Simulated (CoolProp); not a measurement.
The numbers come from the reference Helmholtz-energy equation of state, Gao 2022 in CoolProp.

For n-perfluorobutane, give the phase and the cp (kJ/(kg K)), cv (kJ/(kg K)), Joule-Thomson coefficient (K/MPa) at 273.1 K and 0.11 bar; 273.1 K and 1.3 bar; 273.1 K and 2.96 bar.


- 273.1 K and 0.11 bar: gas; cp 0.831, cv 0.795, Joule-Thomson coefficient 16.4
- 273.1 K and 1.3 bar: liquid; cp 1.11, cv 0.857, Joule-Thomson coefficient -0.216
- 273.1 K and 2.96 bar: liquid; cp 1.11, cv 0.857, Joule-Thomson coefficient -0.218
